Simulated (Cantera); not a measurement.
# Premixed flame

A freely propagating, adiabatic, planar premixed flame of 24.9 % H2, 15.8 % O2, 59.3 % N2, equivalence ratio 0.79, unburnt at 625 K and 6.51 atm; mixture-averaged transport, grid criteria slope 0.08 and curve 0.16, no radiation.

Computed with Cantera and the H2/O2 subset of GRI-Mech 3.0, which has no nitrogen chemistry. The hydrogen kinetics of GRI-Mech 3.0 are dated; newer H2 mechanisms differ, most at raised pressure. Burning velocities carry a grid error of a few per cent, more on coarse grids.

```csv
z (mm),T (K),u (m/s),x H2,x O2,x H2O2,x H,x HO2,x O
-0.125,625,5.02,0.249,0.158,<1e-8,<1e-8,<1e-8,<1e-8
-0.0836,625,5.02,0.249,0.158,<1e-8,<1e-8,5.21e-8,<1e-8
-0.0627,625,5.02,0.248,0.158,2.24e-8,<1e-8,4.71e-7,<1e-8
-0.0418,628,5.01,0.244,0.159,4.65e-7,<1e-8,9.48e-6,9.84e-8
-0.0209,701,5.43,0.215,0.162,3.85e-5,5.84e-5,0.000658,1.59e-5
-0.0104,996,7.44,0.166,0.152,0.000102,0.00200,0.000885,0.000421
0,1421,10.4,0.0995,0.117,2.70e-5,0.00972,0.000469,0.00310
0.0104,1729,12.5,0.0495,0.0774,5.64e-6,0.0154,0.000241,0.00655
0.0209,1904,13.7,0.0282,0.0572,3.57e-6,0.0145,0.000138,0.00781
0.0418,2079,14.9,0.0172,0.0465,2.28e-6,0.00924,7.13e-5,0.00662
0.0836,2222,15.8,0.0110,0.0425,1.52e-6,0.00420,3.53e-5,0.00399
0.167,2317,16.4,0.00600,0.0407,1.07e-6,0.00152,1.74e-5,0.00202
0.334,2365,16.7,0.00304,0.0401,8.39e-7,0.000532,1.03e-5,0.00102
```
x: mole fraction of selected species; z is measured from the peak of heat release.

```yaml
laminar_burning_velocity: 502 cm/s
thermal_thickness: 0.0418 mm
peak x(H2O2): 0.000103
peak x(H): 0.0156
peak x(HO2): 0.00103
peak x(O): 0.00783
```
